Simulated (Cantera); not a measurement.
Charge: 1 mol Al(CH3)3, 0.35 mol H2O, a varied amount of N2, equilibrated at 527 °C and 5.80 mbar.

Equilibrium computed with Cantera from the NASA thermochemical tables; the gas is ideal and each condensed phase is pure. Candidate condensed phases: Al, AlN, Al2O3, C, C6H6, C7H8, C8H18, H2O; 148 gas species. The feed counts by its element totals alone. Kinetics and transport are ignored.

x: gas mole fraction; n: condensed amount in mol.

```tsv
n(N2) (mol)	x N2	x H2	x CH4	x NH3	x HCN	x CO	n AlN(s)	n Al2O3(s)	n C(graphite)
2.3	0.284	0.712	0.00395	5.55e-6	4.22e-8	2.47e-8	0.767	0.117	2.97
4	0.428	0.569	0.00253	4.87e-6	4.63e-8	2.83e-8	0.767	0.117	2.98
7	0.578	0.421	0.00138	3.60e-6	4.62e-8	3.12e-8	0.767	0.117	2.98
12	0.706	0.293	0.000671	2.32e-6	4.27e-8	3.34e-8	0.767	0.117	2.99
22	0.817	0.183	0.000260	1.22e-6	3.62e-8	3.51e-8	0.767	0.117	2.99
38	0.886	0.114	0.000101	6.28e-7	2.98e-8	3.60e-8	0.767	0.117	3.00
66	0.931	0.0688	3.69e-5	3.02e-7	2.37e-8	3.66e-8	0.767	0.117	3.00
110	0.958	?	?	?	?	3.70e-8	0.767	0.117	3.00
200	0.976	?	?	?	?	3.72e-8	0.767	0.117	3.00
350	0.986	0.0137	1.46e-6	2.76e-8	1.09e-8	3.73e-8	0.767	0.117	3.00
```

Fill in the missing entries.


- 110, x H2: 0.0423
- 110, x CH4: 1.40e-5
- 110, x NH3: 1.48e-7
- 110, x HCN: 1.89e-8
- 200, x H2: 0.0237
- 200, x CH4: 4.38e-6
- 200, x NH3: 6.26e-8
- 200, x HCN: 1.43e-8
